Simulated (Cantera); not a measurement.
Mixture: 20.7 % CO, 3.94 % H₂, 15.8 % O₂, 59.5 % N₂, at 91000 Pa, adiabatic and at constant volume. Ignition delay is the time to a rise of 400 K.

Detailed kinetics in Cantera: GRI-Mech 3.0 (53 species, 325 reactions). Below about 950 K walls govern HO2 and H2O2 in real vessels. Where the delays flatten at high temperature, the 400 K rule measures the pace of heat release, not the induction time.

Predict: delay at 850 K; delay at 1050 K; delay at 1250 K; delay at 1450 K.


```json
{
 "delay at 850 K": "0.296 s",
 "delay at 1050 K": "0.261 ms",
 "delay at 1250 K": "85.0 µs",
 "delay at 1450 K": "56.0 µs"
}
```
